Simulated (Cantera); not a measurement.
A closed system holds: 1 mol CF4, 0.45 mol F2, 0.56 mol H2, at 1302 °C and 345 Torr.

Equilibrium computed with Cantera from the NASA thermochemical tables; the gas is ideal and each condensed phase is pure. Candidate condensed phases: C, C6H6, C7H8, C8H18; 95 gas species. Gases not in the tables: C2F6 and larger saturated fluorocarbons. The numbers say what is thermodynamically allowed, not how fast it happens.

Base state: HF 0.542, CF4 0.457, CF2 0.000124, CF3 5.03e-5, CHF3 1.29e-5 (mole fractions); condensed: C(graphite).

### Question
What changes in the equilibrium state with this change: temperature from 1302 °C to 1902 °C?

### Answer
```csv
species,before,after
HF,0.542,0.528
CF4,0.457,0.419
CF2,0.000124,0.0402
CF,3.05e-9,7.73e-5
F,9.73e-6,0.00755
CF3,5.03e-5,0.00544
CHF3,1.29e-5,3.06e-5
"C(graphite), mol",0.0548,0.0133
```
